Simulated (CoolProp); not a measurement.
A single-stage vapour-compression cycle with R245ca: evaporating at 286.15 K (dew point), condensing at 317.15 K (bubble point), superheat 5 K, subcooling 0 K, compressor efficiency 0.9, no pressure losses. Each further row changes one setting.

Values from CoolProp's reference Helmholtz-energy equation of state, Zhou 2016.

```
case                              cooling COP  pressure ratio  discharge temperature (K)  refrigerating effect (kJ/kg)  volumetric capacity (kJ/m³)
--------------------------------  -----------  --------------  -------------------------  ----------------------------  ---------------------------
as stated                                7.33            3.22                      320.0                           173                          603
evaporating temperature 291.15 K         9.09            2.61                      320.0                           177                          752
condensing temperature 312.15 K          8.96            2.72                      315.7                           180                          628
subcooling 5 K                           7.63            3.22                      320.0                           180                          628
superheat 15 K                           7.43            3.22                      330.1                           181                          612
compressor efficiency 0.8                6.52            3.22                      323.0                           173                          603
```
